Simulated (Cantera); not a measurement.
Feed: 1 mol SiF₄, 0.2 mol H₂O, 2.8 mol N₂, at 10.0 mbar.

Equilibrium computed with Cantera from the NASA thermochemical tables; the gas is ideal and each condensed phase is pure. Candidate condensed phases: H₂O, Si, SiO₂, Si₂N₂O, Si₃N₄; 58 gas species. The tables hold silica as quartz up to 1696 K and as liquid above; real silica turns to tridymite and cristobalite and melts near 1996 K. Rates play no part. All values below are at 1198 K.

Base state: N₂ 0.683, SiF₄ 0.220, HF 0.0948, H₂O 0.00139 (mole fractions); condensed: SiO₂(β-quartz).

Task: What changes in the equilibrium state with this change: SiF₄ replaced by Si₂H₆?

Result: 
```
species               before  after
-------------------  -------  -----
H₂                   4.43e-7  0.676
N₂                     0.683  0.324
H₂O                  0.00139  <1e-9
SiF₄                   0.220      0
HF                    0.0948      0
SiO₂(β-quartz), mol   0.0971      0
Si₂N₂O(s), mol             0  0.200
Si₃N₄(s), mol              0  0.533
```
The feed counts by its element totals alone. N₂ is the only nitrogen source here; it is nearly inert below about 1500 K, so the nitride shown seldom forms there in practice. Mutual solubility and eutectic melting of coexisting phases are not modelled.
